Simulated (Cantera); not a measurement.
Cantera run:

```python
import numpy as np
import cantera as ct

gas_names = [...]  # 87 gases of nasa_gas.yaml made of C, H, Si
cond_names = """
    C(gr) C6H6(L) C7H8(L) C8H18(L),n-octa Si(cr) Si(L) SiC(b)
""".split()


# ... load() reads the species with a 1 bar reference pressure and builds the phases ...
atoms = {
    'SiH4': {'Si': 1, 'H': 4},
    'C2H2': {'C': 2, 'H': 2},
    'H2': {'H': 2},
}
top_T = {'C(gr)': 4500, 'SiC(b)': 3050}  # K; cautious upper limits of use, not melting points


# ... equilibrate(T, P, feed) seeds the gas with the atoms and calls Mixture.equilibrate('TP', solver="vcs", rtol=1e-11, max_steps=5000) ...
results = []
feed = {'SiH4': 1, 'C2H2': 0.44, 'H2': 23}  # mol
T = 2323.15  # K
P = 270  # Pa
mix = equilibrate(T, P, feed)
results.append((T, P, feed, dict(zip(mix.species_names, mix.species_moles))))
x = sorted(zip(gas.X, gas.species_names), reverse=True)
print(f"T = {T:g} K  P = {P:g} Pa  gas = {mix.phase_moles(0):.4g} mol")
print("   x: " + "  ".join(f"{s} {v:.3e}" for v, s in x if v > 0.001))
print("   condensed (mol): " + ("  ".join(f"{mix.phase(i).name} {mix.phase_moles(i):.4g}"
      for i in range(1, mix.n_phases) if mix.phase_moles(i) > 1e-12) or "none"))
```

Output:

```
T = 2323.15 K  P = 270 Pa  gas = 29.09 mol
   x: H2 7.779e-01  H 1.850e-01  Si 2.763e-02  SiC2 4.129e-03  C2H2,acetylene 3.769e-03  Si2C 1.030e-03
   condensed (mol): C(gr) 0.3858
```

These are equilibrium values from Cantera (NASA tables, ideal gas, pure condensed phases), not measurements of a reactor. Gases not in the tables: Si2H6 and higher silanes.
